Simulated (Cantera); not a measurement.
An isothermal, constant-pressure homogeneous reactor starts with H₂ : O₂ : N₂ = 0.34 : 1 : 2 (molar parts), at 1300 K and 1.00 bar. Integrator tolerance rtol = 1e-08.

Cantera simulation using the H2/O2 subset of GRI-Mech 3.0, which has no nitrogen chemistry; the numbers are that mechanism's predictions, not measurements. The temperature is held fixed by assumption; the heat of reaction is taken as removed at once.

Task: What does this change do: temperature 1300 to 750 K?

Result: 
```csv
quantity,before,after
x(H₂) at 10.0 s,1.83e-8 (gas-phase equilibrium 1.83e-8),0.102 (gas-phase equilibrium <1e-12)
x(O₂) at 10.0 s,0.262 (gas-phase equilibrium 0.262),0.299 (gas-phase equilibrium 0.262)
x(HO₂) at 10.0 s,4.58e-8 (gas-phase equilibrium 4.58e-8),5.80e-8 (gas-phase equilibrium 5.52e-12)
x(O) at 10.0 s,9.11e-8 (gas-phase equilibrium 9.11e-8),<1e-12 (gas-phase equilibrium <1e-12)
x(OH) at 10.0 s,1.15e-5 (gas-phase equilibrium 1.15e-5),<1e-12 (gas-phase equilibrium 1.89e-10)
x(H) at 10.0 s,1.51e-10 (gas-phase equilibrium 1.51e-10),<1e-12 (gas-phase equilibrium <1e-12)
x(H₂O₂) at 10.0 s,3.01e-9 (gas-phase equilibrium 3.01e-9),4.21e-7 (gas-phase equilibrium 2.21e-12)
```
Below about 950 K walls govern HO2 and H2O2 in real vessels.
